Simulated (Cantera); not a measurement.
What does this Cantera script print?

```python
import numpy as np
import cantera as ct

gas = ct.Solution("gri30.yaml")
gas.TPX = 1400, 31000, {'CO': 1, 'H2': 1, 'CH4': 0.046, 'O2': 0.84, 'N2': 3.16, 'H2O': 0.12}
reactor = ct.IdealGasConstPressureReactor(gas, energy="on", clone=False)
net = ct.ReactorNet([reactor])
net.rtol, net.atol = 1e-08, 1e-16
show = ['CO', 'H2', 'CH4', 'CH2O', 'CH2', 'HCO']
times = np.geomspace(5e-06, 8, 11)

steps = ct.SolutionArray(gas, extra=["t"])
rows = []
print(f"{'t/s':>10s}{'T/K':>9s}{'P/Pa':>11s}" + "".join(f"{s:>11s}" for s in show))
for t in times:
    while net.time < t:
        t_next = net.step()
        steps.append(gas.state, t=t_next)
    rows.append([np.interp(t, steps.t, y) for y in (steps.T, steps.P, *steps(*show).X.T)])
    print(f"{t:10.3e}{rows[-1][0]:9.1f}{rows[-1][1]:11.4g}" + "".join(f"{x:11.3e}" for x in rows[-1][2:]))
rate = np.gradient(steps.T, steps.t)
print("integrator steps:", len(steps.t))
if steps.T.max() > steps.T[0] + 200:
    print(f"time of steepest temperature rise: {steps.t[rate.argmax()]:.4e} s")
gas.TPX = 1400, 31000, {'CO': 1, 'H2': 1, 'CH4': 0.046, 'O2': 0.84, 'N2': 3.16, 'H2O': 0.12}
gas.equilibrate("HP")
print(f"equilibrium (HP): T = {gas.T:.1f} K  " + "  ".join(f"{s} {gas[s].X[0]:.3e}" for s in show))
```

Output:

```
       t/s      T/K       P/Pa         CO         H2        CH4       CH2O        CH2        HCO
 5.000e-06   1400.0    3.1e+04  1.622e-01  1.622e-01  7.460e-03  1.698e-11  1.656e-15  3.104e-12
 2.086e-05   1400.0    3.1e+04  1.622e-01  1.622e-01  7.460e-03  2.677e-09  2.672e-12  7.668e-11
 8.706e-05   1627.4    3.1e+04  1.498e-01  3.720e-02  1.597e-06  1.743e-07  5.388e-09  4.897e-07
 3.633e-04   2134.0    3.1e+04  1.077e-01  3.954e-02  4.917e-16  2.066e-10  1.225e-15  1.586e-07
 1.516e-03   2574.9    3.1e+04  1.059e-01  3.342e-02  9.708e-16  3.169e-10  1.205e-14  6.783e-08
 6.325e-03   2680.1    3.1e+04  1.037e-01  3.139e-02  2.617e-15  4.046e-10  2.765e-14  6.010e-08
 2.639e-02   2676.5    3.1e+04  1.040e-01  3.165e-02  2.732e-15  4.095e-10  2.763e-14  5.994e-08
 1.101e-01   2676.5    3.1e+04  1.040e-01  3.165e-02  2.733e-15  4.096e-10  2.763e-14  5.994e-08
 4.595e-01   2676.5    3.1e+04  1.040e-01  3.165e-02  2.733e-15  4.096e-10  2.763e-14  5.994e-08
 1.917e+00   2676.5    3.1e+04  1.040e-01  3.165e-02  2.733e-15  4.096e-10  2.763e-14  5.994e-08
 8.000e+00   2676.5    3.1e+04  1.040e-01  3.165e-02  2.733e-15  4.096e-10  2.763e-14  5.994e-08
integrator steps: 1492
time of steepest temperature rise: 7.5519e-05 s
equilibrium (HP): T = 2676.5 K  CO 1.040e-01  H2 3.165e-02  CH4 3.577e-15  CH2O 4.096e-10  CH2 2.915e-14  HCO 5.994e-08
```

Detailed kinetics in Cantera: GRI-Mech 3.0 (53 species, 325 reactions).
